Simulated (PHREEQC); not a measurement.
# Copper plating or etch bath: speciation

Solution (25 °C): 0.022 mol/kgw CuCl2 and 0.00158 mol/kgw HBF4. Closed to the air; pH follows from the charge balance.

Equilibrium calculation in PHREEQC: ion-association model, phreeqc.dat.

No solid was allowed to form.

Task: What pH does the model give?

Result: pH 2.76.

Task: In which forms is Cu present?

Result: Cu+2 94 %, CuCl+ 4.9 %, CuF+ 0.8 % of the Cu.

Species that the database lacks are ignored. Real BF4- forms and hydrolyses slowly; the run takes it at equilibrium.
